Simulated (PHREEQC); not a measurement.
Consider water at 25 °C with 18 mmol/kgw CdBr2, 26 mmol/kgw Mg(NO3)2 and 0.25 mmol/kgw MnCl2. Closed to the air; pH follows from the charge balance.

The numbers come from PHREEQC with the ion-association model, phreeqc.dat.

Each row changes one thing in this solution. No solid was allowed to form.

| case | pH | ionic strength (mol/kgw) | Br- (mol/kgw) | CdBr+ (mol/kgw) | Cd+2 (mol/kgw) | CdBr2 (mol/kgw) | SI of Cd(OH)2 (Cd(OH)2) | SI of Pyrochroite (Mn(OH)2) |
|---|---|---|---|---|---|---|---|---|
| as made | 6.24 | 0.111 | 0.0251 | 0.00949 | 0.00736 | 0.000719 | -3.75 | -6.74 |
| MnCl2 from 0.00025 to 0.000125 mol/kgw | 6.25 | 0.110 | 0.0250 | 0.00951 | 0.00738 | 0.000721 | -3.73 | -7.02 |
| CdBr2 from 0.018 to 0.009 mol/kgw | 6.31 | 0.0973 | 0.0140 | 0.00366 | 0.00487 | 0.000160 | -3.77 | -6.58 |
| 0.051 mol/kgw KCl added | 5.89 | 0.156 | 0.0290 | 0.00606 | 0.00454 | 0.000493 | -4.70 | -7.51 |
| diluted 5-fold with water | 6.43 | 0.0241 | 0.00600 | 0.00115 | 0.00238 | 2.71e-5 | -3.68 | -6.89 |
| MnCl2 from 0.00025 to 0.000275 mol/kgw | 6.24 | 0.111 | 0.0251 | 0.00948 | 0.00736 | 0.000719 | -3.76 | -6.70 |
